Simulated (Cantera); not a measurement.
A Cantera script and what it prints.

```python
import numpy as np
import cantera as ct

gas_names = """
    CL CL2 H HCL H2 Si SiCL SiCL2 SiCL3 SiCL4 SiH SiHCL3 SiH2 SiH2CL2 SiH3 SiH3CL SiH4 Si2 Si3
""".split()
cond_names = """
    Si(cr) Si(L)
""".split()


def load(file, names, dense=False):
    # The tables refer to 1 bar. Condensed volumes are neglected.
    table = {s.name: s for s in ct.Species.list_from_file(file)}
    out = []
    for n in names:
        d = dict(table[n].input_data)
        d["thermo"] = dict(d["thermo"], **{"reference-pressure": 1e5})
        if dense:
            d["equation-of-state"] = {"model": "constant-volume", "density": "1e6 g/cm^3"}
        out.append(ct.Species.from_dict(d))
    return out


gas = ct.Solution(thermo="ideal-gas", species=load("nasa_gas.yaml", gas_names))
cond = {s.name: ct.Solution(thermo="fixed-stoichiometry", species=[s], name=s.name)
        for s in load("nasa_condensed.yaml", cond_names, dense=True)}
atoms = {
    'SiHCl3': {'Si': 1, 'H': 1, 'CL': 3},
    'Cl2': {'CL': 2},
    'H2': {'H': 2},
}
top_T = {}  # K; cautious upper limits of use, not melting points


def equilibrate(T, P, feed):
    n = {}
    for name, mol in feed.items():
        for a, k in atoms[name].items():
            n[a] = n.get(a, 0.0) + k * mol
    gas.TPX = T, P, n
    mass = sum(n.values()) * gas.mean_molecular_weight
    gas.equilibrate("TP")
    valid = [c for c in cond.values() if c.min_temp <= T <= top_T.get(c.name, c.max_temp)]
    mix = ct.Mixture([(gas, mass / gas.mean_molecular_weight)] + [(c, 0.0) for c in valid])
    mix.T, mix.P = T, P
    mix.equilibrate("TP", solver="vcs", rtol=1e-11, max_steps=5000)
    return mix


results = []
feed = {'SiHCl3': 1, 'Cl2': 0.29, 'H2': 310}  # mol
P = 101325  # Pa
for T in [1450, 1500, 1550, 1600, 1650, 1700, 1750]:
    mix = equilibrate(T, P, feed)
    results.append((T, P, feed, dict(zip(mix.species_names, mix.species_moles))))

top = {s: max(r[3][s] / sum(r[3][g] for g in gas_names) for r in results) for s in gas_names}
cols = sorted((s for s in top if top[s] > 1e-05), key=lambda s: -top[s])[:5]
seen = [c for c in cond_names if any(r[3].get(c, 0) > 1e-12 for r in results)]
print("log10 of partial pressures in bar; condensed amounts in mol")
print(f"{'T/K':>10s}" + "".join(f"{s[:9]:>10s}" for s in cols + seen))
for T, P, feed, n in results:
    ng = sum(n[g] for g in gas_names)
    print(f"{T:10.4g}" + "".join(f"{np.log10(max(n[s] / ng * P / 1e5, 1e-99)):10.3f}" for s in cols)
          + "".join(f"{n.get(c, 0):10.4g}" for c in seen))
```

It prints:

```
log10 of partial pressures in bar; condensed amounts in mol
       T/K        H2       HCL     SiCL2         H      SiH2    Si(cr)     Si(L)
      1450     0.001    -1.968    -3.447    -5.024    -6.113    0.8727         0
      1500     0.001    -1.967    -3.429    -4.754    -5.824    0.8729         0
      1550     0.001    -1.967    -3.413    -4.501    -5.553    0.8714         0
      1600     0.001    -1.968    -3.399    -4.264    -5.300    0.8688         0
      1650     0.001    -1.968    -3.386    -4.041    -5.062    0.8653         0
      1700     0.001    -1.968    -3.383    -3.831    -4.847         0    0.8632
      1750     0.001    -1.966    -3.411    -3.633    -4.680         0    0.8693
```

Equilibrium computed with Cantera from the NASA thermochemical tables; the gas is ideal and each condensed phase is pure. The tables' values for SiCl3 are old estimates; treat these amounts as uncertain. Gases not in the tables: Si2H6 and higher silanes.
